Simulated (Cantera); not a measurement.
Standard-state values (1 bar) from the NASA 1993 polynomials, evaluated with Cantera. Values are per mole of reaction as written; species without (g) are pure solids or liquids, kept so even where they would boil at 1 bar.

Between 300 and 2673 K, where is each reaction favourable under standard conditions?
- 2 OH(g) + 4 TaO2(g) = 2 Ta2O5 + H2(g)


- 2 OH(g) + 4 TaO2(g) = 2 Ta2O5 + H2(g): ΔG° is -3046 kJ at 300 K and -914 kJ at 2673 K; it stays negative (K > 1). ΔH° is -2800 kJ and ΔS° -706 J/K at 2673 K.
